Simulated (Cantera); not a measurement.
## Equilibrium for silicon oxide and oxynitride deposition: SiF4 + O2 + H2

Charge: 1 mol SiF4, 10 mol O2, 2.3 mol H2, at 0.00330 bar.

Cantera equilibrium calculation (NASA polynomials, part measured and part estimated; ideal gas, pure solids and liquids). Candidate condensed phases: H2O, Si, SiO2; 38 gas species. The tables hold silica as quartz up to 1696 K and as liquid above; real silica turns to tridymite and cristobalite and melts near 1996 K. Rates play no part.

| T (K) | x O2 | x HF | x H2O | x SiF4 | x OH | x O | n SiO2(α-quartz) | n SiO2(β-quartz) | n SiO2(condensed) |
|---|---|---|---|---|---|---|---|---|---|
| 698 | 0.707 | 0.119 | 0.124 | 0.0500 | 1.56e-10 | <1e-12 | 0.374 | 0 | 0 |
| 798 | 0.697 | 0.171 | 0.0959 | 0.0362 | 4.53e-9 | 1.06e-12 | 0.541 | 0 | 0 |
| 898 | 0.690 | 0.212 | 0.0732 | 0.0249 | 6.00e-8 | 7.22e-11 | 0 | 0.681 | 0 |
| 998 | 0.684 | 0.242 | 0.0566 | 0.0167 | 4.66e-7 | 2.13e-9 | 0 | 0.784 | 0 |
| 1098 | 0.680 | 0.263 | 0.0452 | 0.0111 | 2.48e-6 | 3.41e-8 | 0 | 0.856 | 0 |
| 1198 | 0.678 | 0.277 | 0.0376 | 0.00730 | 9.99e-6 | 3.44e-7 | 0 | 0.905 | 0 |
| 1298 | 0.676 | 0.286 | 0.0325 | 0.00480 | 3.27e-5 | 2.44e-6 | 0 | 0.937 | 0 |
| 1398 | 0.675 | 0.293 | 0.0291 | 0.00315 | 9.10e-5 | 1.31e-5 | 0 | 0.959 | 0 |
| 1498 | 0.674 | 0.296 | 0.0269 | 0.00207 | 0.000223 | 5.64e-5 | 0 | 0.973 | 0 |
| 1598 | 0.674 | 0.299 | 0.0254 | 0.00139 | 0.000490 | 0.000202 | 0 | 0.982 | 0 |
| 1698 | 0.673 | 0.300 | 0.0242 | 0.000951 | 0.000986 | 0.000625 | 0 | 0 | 0.987 |
| 1798 | 0.671 | 0.301 | 0.0232 | 0.000658 | 0.00183 | 0.00170 | 0 | 0 | 0.991 |
x: gas mole fraction; n: condensed amount in mol.

From 698 K to 798 K the condensed part is SiO2(α-quartz). From 898 K to 1598 K the condensed part is SiO2(β-quartz). From 1698 K to 1798 K the condensed part is SiO2(condensed). The main Si-bearing gas is SiF4 throughout. The share of Si in condensed phases is highest at 1798 K (99.1 %) and lowest at 698 K (37.4 %).
